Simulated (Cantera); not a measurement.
**SiH₄ + NH₃ + N₂ (silicon nitride deposition)**

Feed: 1 mol SiH₄, 0.14 mol NH₃, 40 mol N₂, at 725 K and 405 Torr.

Cantera equilibrium calculation (NASA polynomials, part measured and part estimated; ideal gas, pure solids and liquids). Candidate condensed phases: Si, Si₃N₄; 18 gas species. Kinetics and transport are ignored.

- x(N₂): 0.947
- x(H₂): 0.0530
- x(NH₃): 4.40e-5
- n(Si₃N₄(s)): 0.333 mol
- gas amount: 41.61 mol
- log10 activity of Si(s) (absent): -11.93
